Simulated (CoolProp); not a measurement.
Saturation properties of dimethyl carbonate (Tc = 557.0 K, pc = 4.909 MPa, ω = 0.346).

Computed with CoolProp (reference Helmholtz-energy equation of state, Zhou 2011).

```json
[
 {"T (K)": "374.9", "p (MPa)": "0.1449", "vapour density (kg/m³)": "4.350", "liquid cp (kJ/(kg K))": "1.988", "surface tension (mN/m)": "17.4"},
 {"T (K)": "383.8", "p (MPa)": "0.1871", "vapour density (kg/m³)": "5.533", "liquid cp (kJ/(kg K))": "2.012", "surface tension (mN/m)": "___"},
 {"T (K)": "392.8", "p (MPa)": "0.2391", "vapour density (kg/m³)": "6.972", "liquid cp (kJ/(kg K))": "2.038", "surface tension (mN/m)": "15.1"},
 {"T (K)": "401.7", "p (MPa)": "0.3008", "vapour density (kg/m³)": "8.668", "liquid cp (kJ/(kg K))": "2.065", "surface tension (mN/m)": "___"},
 {"T (K)": "410.6", "p (MPa)": "0.3742", "vapour density (kg/m³)": "10.67", "liquid cp (kJ/(kg K))": "2.092", "surface tension (mN/m)": "12.9"},
 {"T (K)": "419.6", "p (MPa)": "0.4617", "vapour density (kg/m³)": "13.06", "liquid cp (kJ/(kg K))": "___", "surface tension (mN/m)": "11.8"},
 {"T (K)": "428.5", "p (MPa)": "0.5628", "vapour density (kg/m³)": "___", "liquid cp (kJ/(kg K))": "___", "surface tension (mN/m)": "10.7"},
 {"T (K)": "437.4", "p (MPa)": "0.6800", "vapour density (kg/m³)": "19.04", "liquid cp (kJ/(kg K))": "2.184", "surface tension (mN/m)": "9.72"},
 {"T (K)": "446.4", "p (MPa)": "0.8164", "vapour density (kg/m³)": "22.82", "liquid cp (kJ/(kg K))": "2.219", "surface tension (mN/m)": "8.72"},
 {"T (K)": "455.3", "p (MPa)": "0.9708", "vapour density (kg/m³)": "27.16", "liquid cp (kJ/(kg K))": "2.257", "surface tension (mN/m)": "7.76"},
 {"T (K)": "464.2", "p (MPa)": "1.146", "vapour density (kg/m³)": "32.20", "liquid cp (kJ/(kg K))": "2.300", "surface tension (mN/m)": "6.83"},
 {"T (K)": "473.1", "p (MPa)": "1.345", "vapour density (kg/m³)": "38.05", "liquid cp (kJ/(kg K))": "2.349", "surface tension (mN/m)": "5.94"},
 {"T (K)": "482.1", "p (MPa)": "1.572", "vapour density (kg/m³)": "44.94", "liquid cp (kJ/(kg K))": "2.407", "surface tension (mN/m)": "5.07"}
]
```

Problem. Fill in the missing entries.

Solution. 
- 383.8, surface tension (mN/m): 16.3
- 401.7, surface tension (mN/m): 14.0
- 419.6, liquid cp (kJ/(kg K)): 2.121
- 428.5, vapour density (kg/m³): 15.82
- 428.5, liquid cp (kJ/(kg K)): 2.152

It boils at 363.3 K under 1 atm.

Surface tension comes from a separate correlation (Mulero 2014).
